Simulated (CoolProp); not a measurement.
The numbers come from the reference Helmholtz-energy equation of state, Lemmon 2006 in CoolProp. It is a short technical equation, of lower accuracy than the large ones.

Problem. For CH3F (R41), give the phase and the Joule-Thomson coefficient (K/MPa) at 78.45 °C and 32.1 kPa; 78.45 °C and 2950 kPa.

Solution. 
- 78.45 °C and 32.1 kPa: gas; Joule-Thomson coefficient 11.3
- 78.45 °C and 2950 kPa: gas; Joule-Thomson coefficient 10.6
